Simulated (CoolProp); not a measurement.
Saturation properties of cyclopentane.

Model: reference Helmholtz-energy equation of state, Gedanitz 2015, in CoolProp.

| T (K) | p (kPa) | liquid density (kg/m³) | vapour density (kg/m³) | surface tension (mN/m) |
|---|---|---|---|---|
| 234.9 | 1.569 | 800.0 | 0.05644 | 31.3 |
| 258.1 | 6.545 | 778.7 | 0.2148 | 27.7 |
| 281.4 | 20.91 | 756.7 | 0.6337 | 24.3 |
| 304.6 | 54.25 | 734.0 | 1.537 | 20.9 |
| 327.9 | 121.0 | 710.1 | 3.242 | 17.7 |
| 351.2 | 239.2 | 684.8 | 6.143 | 14.7 |
| 374.4 | 429.1 | 658.0 | 10.72 | 11.8 |
| 397.7 | 716.4 | 628.8 | 17.68 | 9.14 |
| 420.9 | 1125 | 596.9 | 27.93 | 6.67 |
| 444.2 | 1687 | 560.7 | 43.19 | 4.42 |

It boils at 322.4 K under 1 atm.

Surface tension comes from a separate correlation (Mulero 2014).
